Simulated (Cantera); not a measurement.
An isothermal, constant-pressure homogeneous reactor starts with 20.5 % C2H6, 79.5 % N2, at 1925 K and 0.987 atm.

Cantera simulation using GRI-Mech 3.0 (53 species, 325 reactions); the numbers are that mechanism's predictions, not measurements. GRI-Mech 3.0 stops at C3 and has no aromatics, soot or wall deposition, so with more carbon than oxygen in the feed, carbon stays in small species such as C2H2 where larger ones or solid carbon would form.

Predict: x(C2H6) at 3.00 s; x(CH2) at 3.00 s; x(HCN) at 3.00 s; x(C2H2) at 3.00 s; x(H) at 3.00 s; x(CH3) at 3.00 s; x(C2H) at 3.00 s.


| Quantity | Result |
|---|---|
| x(C2H6) at 3.00 s | 8.72e-8 (gas-phase equilibrium 4.81e-8) |
| x(CH2) at 3.00 s | 1.13e-7 (gas-phase equilibrium 8.36e-8) |
| x(HCN) at 3.00 s | 0.000188 (gas-phase equilibrium 0.131) |
| x(C2H2) at 3.00 s | 0.144 (gas-phase equilibrium 0.0792) |
| x(H) at 3.00 s | 0.000517 (gas-phase equilibrium 0.000518) |
| x(CH3) at 3.00 s | 5.09e-5 (gas-phase equilibrium 3.78e-5) |
| x(C2H) at 3.00 s | 3.71e-6 (gas-phase equilibrium 2.03e-6) |
